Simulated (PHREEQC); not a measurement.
Solution (25 °C): 0.058 mol LiBr, 0.29 mol MnCl2 and 0.15 mol KBr per kg of water. Closed to the air; pH follows from the charge balance.

Computed with PHREEQC (ion-association model, phreeqc.dat).

No solid was allowed to form.

Task: Estimate the pH, ionic strength.

Result: pH 5.95; ionic strength 0.897 mol/kgw.

Task: In which forms is Mn present?

Result: Mn+2 70 %, MnCl+ 28 %, MnCl2 1.9 % of the Mn.

Caution: at this ionic strength the ion-association model is outside its range; a Pitzer model would be the better tool where its parameters exist.
